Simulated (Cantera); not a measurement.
Input (Python, Cantera) and output of one run.

```python
import numpy as np
import cantera as ct

gas_names = """
    S2 H2 H2S PbS
""".split()
cond_names = """
    Ni(cr) Ni(L) NiS(b) NiS(a) NiS(L) Pb(cr) Pb(L) Ni3S4(s) Ba(cr) Ba(L) BaS(s) NiS2(s) NiS2(L)
""".split()


def load(file, names, dense=False):
    # The tables refer to 1 bar. Condensed volumes are neglected.
    table = {s.name: s for s in ct.Species.list_from_file(file)}
    out = []
    for n in names:
        d = dict(table[n].input_data)
        d["thermo"] = dict(d["thermo"], **{"reference-pressure": 1e5})
        if dense:
            d["equation-of-state"] = {"model": "constant-volume", "density": "1e6 g/cm^3"}
        out.append(ct.Species.from_dict(d))
    return out


species = {s.name: s for s in load("nasa_gas.yaml", gas_names) + load("nasa_condensed.yaml", cond_names)}
# Each term lists the table entries of one substance; the one whose range holds T is used.
reactions = {
    '2 Ni + S2(g) = 2 NiS':
        [(-2, ['Ni(cr)', 'Ni(L)']), (-1, ['S2']), (2, ['NiS(b)', 'NiS(a)', 'NiS(L)'])],
    '2 H2(g) + S2(g) = 2 H2S(g)':
        [(-2, ['H2']), (-1, ['S2']), (2, ['H2S'])],
    '2 Pb + S2(g) = 2 PbS(g)':
        [(-2, ['Pb(cr)', 'Pb(L)']), (-1, ['S2']), (2, ['PbS'])],
    '1.5 Ni + S2(g) = 0.5 Ni3S4':
        [(-1.5, ['Ni(cr)', 'Ni(L)']), (-1, ['S2']), (0.5, ['Ni3S4(s)'])],
    '2 Ba + S2(g) = 2 BaS':
        [(-2, ['Ba(cr)', 'Ba(L)']), (-1, ['S2']), (2, ['BaS(s)'])],
    'Ni + S2(g) = NiS2':
        [(-1, ['Ni(cr)', 'Ni(L)']), (-1, ['S2']), (1, ['NiS2(s)', 'NiS2(L)'])],
}


def pick(names, T):
    return next(species[n] for n in names if species[n].thermo.min_temp <= T <= species[n].thermo.max_temp)


results = []
for label, terms in reactions.items():
    print(label)
    print("     T/K   dH/kJ  dS/(J/K)   dG/kJ   log10 K")
    for T in [300, 398, 423, 448, 473, 498, 523, 548, 573, 598]:
        used = [(nu, pick(names, T)) for nu, names in terms]
        dH = sum(nu * s.thermo.h(T) for nu, s in used) / 1e6
        dS = sum(nu * s.thermo.s(T) for nu, s in used) / 1e3
        dG = dH - T * dS / 1e3
        logK = -dG * 1e6 / (ct.gas_constant * T * np.log(10))
        results.append((label, T, dH, dS, dG, logK, [s.name for _, s in used]))
        print(f"{T:8g} {dH:8.1f} {dS:8.1f} {dG:8.1f} {logK:8.2f}")
```

Result:

```
2 Ni + S2(g) = 2 NiS
     T/K   dH/kJ  dS/(J/K)   dG/kJ   log10 K
     300   -304.1   -182.0   -249.5    43.44
     398   -303.2   -179.3   -231.8    30.42
     423   -302.9   -178.7   -227.3    28.07
     448   -302.7   -178.2   -222.9    25.99
     473   -302.4   -177.6   -218.4    24.12
     498   -302.2   -177.1   -214.0    22.45
     523   -302.0   -176.6   -209.6    20.93
     548   -301.7   -176.2   -205.2    19.56
     573   -301.5   -175.9   -200.8    18.30
     598   -301.4   -175.6   -196.4    17.15
2 H2(g) + S2(g) = 2 H2S(g)
     T/K   dH/kJ  dS/(J/K)   dG/kJ   log10 K
     300   -169.4    -78.3   -146.0    25.41
     398   -171.6    -84.4   -138.0    18.11
     423   -172.1    -85.7   -135.9    16.78
     448   -172.6    -86.9   -133.7    15.59
     473   -173.1    -88.0   -131.5    14.52
     498   -173.6    -89.0   -129.3    13.56
     523   -174.1    -90.0   -127.1    12.69
     548   -174.6    -90.8   -124.8    11.90
     573   -175.0    -91.6   -122.5    11.17
     598   -175.4    -92.3   -120.2    10.50
2 Pb + S2(g) = 2 PbS(g)
     T/K   dH/kJ  dS/(J/K)   dG/kJ   log10 K
     300    135.2    144.8     91.7   -15.97
     398    133.6    140.2     77.8   -10.21
     423    133.1    139.1     74.3    -9.17
     448    132.7    138.1     70.8    -8.26
     473    132.2    137.0     67.4    -7.44
     498    131.7    136.1     64.0    -6.71
     523    131.2    135.1     60.6    -6.05
     548    130.7    134.2     57.2    -5.45
     573    130.2    133.3     53.9    -4.91
     598    129.7    132.4     50.5    -4.41
1.5 Ni + S2(g) = 0.5 Ni3S4
     T/K   dH/kJ  dS/(J/K)   dG/kJ   log10 K
     300   -278.9   -179.8   -225.0    39.18
     398   -277.8   -176.5   -207.5    27.24
     423   -277.5   -175.8   -203.1    25.08
     448   -277.1   -175.0   -198.8    23.17
     473   -276.8   -174.2   -194.4    21.47
     498   -276.4   -173.4   -190.0    19.93
     523   -276.0   -172.6   -185.7    18.55
     548   -275.6   -171.8   -181.4    17.29
     573   -275.1   -171.1   -177.1    16.15
     598   -274.8   -170.4   -172.9    15.10
2 Ba + S2(g) = 2 BaS
     T/K   dH/kJ  dS/(J/K)   dG/kJ   log10 K
     300  -1055.6   -196.2   -996.7   173.54
     398  -1054.7   -193.5   -977.6   128.31
     423  -1054.5   -193.0   -972.8   120.13
     448  -1054.2   -192.5   -968.0   112.86
     473  -1054.1   -192.1   -963.2   106.37
     498  -1053.9   -191.7   -958.4   100.52
     523  -1053.7   -191.4   -953.6    95.24
     548  -1053.5   -191.0   -948.8    90.44
     573  -1053.3   -190.7   -944.0    86.06
     598  -1053.2   -190.5   -939.3    82.04
Ni + S2(g) = NiS2
     T/K   dH/kJ  dS/(J/K)   dG/kJ   log10 K
     300   -259.8   -186.1   -203.9    35.50
     398   -258.7   -183.0   -185.8    24.39
     423   -258.4   -182.4   -181.3    22.38
     448   -258.2   -181.9   -176.7    20.60
     473   -258.0   -181.4   -172.2    19.01
     498   -257.7   -180.9   -167.7    17.58
     523   -257.5   -180.4   -163.1    16.29
     548   -257.3   -180.0   -158.6    15.12
     573   -257.1   -179.7   -154.1    14.05
     598   -256.9   -179.4   -149.6    13.07
```

Standard-state values (1 bar) from the NASA 1993 polynomials, evaluated with Cantera. Condensed species are held in their standard states even where they would react or evaporate.
